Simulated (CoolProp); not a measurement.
Vapour-liquid equilibrium of ethylene (1) + n-butane (2) at 0.174 MPa; x and y are mole fractions of (1).

The numbers come from the multi-fluid Helmholtz-energy mixture model, Smukala 2000 and Bücker 2006; pair parameters Bell 2016 in CoolProp.

Problem. Give the bubble temperature and the first vapour's composition at x = 0.65, 0.75, 0.85. Is there an azeotrope?

Solution. x = 0.65: 189.5 K, y = 0.998; x = 0.75: 185.9 K, y = 0.999; x = 0.85: 182.8 K, y = 1.000. No azeotrope shows between x = 0.05 and 0.95.

The pair parameters rest on a limited set of measurements; away from them the model extrapolates. The gap from Raoult's law changes sign with composition, which may be real or a fault of the pair parameters; it wasn't checked against measurements.
